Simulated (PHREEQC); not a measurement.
Consider water at 25 °C with 1.3 mol LiBr and 0.056 mol CaCl2 per kg of water. Closed to the air; pH follows from the charge balance.

All values are PHREEQC results (ion-association model, phreeqc.dat), not measurements.

No solid was allowed to form.

### Question
Predict the activity of water, density.

### Answer
activity of water 0.953; density 1.079 g/cm³.

Caution: at this ionic strength the ion-association model is outside its range; a Pitzer model would be the better tool where its parameters exist.
